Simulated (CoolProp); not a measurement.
Vapour-liquid equilibrium of o-xylene (1) + n-decane (2) at 459.8 K; x and y are mole fractions of (1).

The numbers come from the multi-fluid Helmholtz-energy mixture model, Zhou 2012 and Lemmon 2006; pair parameters Bell 2016 in CoolProp.

```
x     bubble pressure (MPa)  y at the bubble point  dew pressure at overall composition x (MPa)  liquid density (mol/L)
----  ---------------------  ---------------------  -------------------------------------------  ----------------------
0.05                 0.1443                  0.089                                       0.1414                   4.251
0.15                 0.1574                  0.247                                       0.1491                   4.440
0.25                 0.1708                  0.384                                       0.1577                   4.643
0.35                 0.1844                  0.502                                       0.1673                   4.861
0.45                 0.1982                  0.605                                       0.1782                   5.098
0.55                 0.2120                  0.696                                       0.1906                   5.355
0.65                 0.2260                  0.777                                       0.2047                   5.634
0.75                 0.2401                  0.849                                       0.2211                   5.940
0.85                 0.2542                  0.914                                       0.2403                   6.275
0.95                 0.2685                  0.973                                       0.2628                   6.643
```

No azeotrope shows between x = 0.05 and 0.95.

Pair parameters are fitted to limited data, so mixtures are less certain than the pure fluids.
